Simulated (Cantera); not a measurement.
Feed: 1 mol SiH2Cl2, 100 mol H2, held at 0.0250 bar.

Method: chemical equilibrium by Gibbs-energy minimisation in Cantera with the NASA 1993 tables (ideal gas, pure condensed phases). Candidate condensed phases: Si; 19 gas species. The tables' values for SiCl3 are old estimates; treat these amounts as uncertain. Equilibrium is a limit: real reactors are often held back by kinetics, nucleation or transport. All values below are at 975 K.

Base state: H2 0.988, HCl 0.00881, SiCl4 0.00172, SiHCl3 0.00110, SiCl2 0.000127, SiCl3 8.78e-5, SiH2Cl2 7.40e-5 (mole fractions); condensed: Si(s).

**Question.** What changes in the equilibrium state with this change: H2 from 100 to 25 mol?

**Answer.** 
```csv
species,before,after
H2,0.988,0.969
HCl,0.00881,0.0140
SiCl4,0.00172,0.0114
SiCl3,8.78e-5,0.000363
SiHCl3,0.00110,0.00451
SiCl2,0.000127,0.000327
SiH2Cl2,7.40e-5,0.000187
"Si(s), mol",0.683,0.554
```
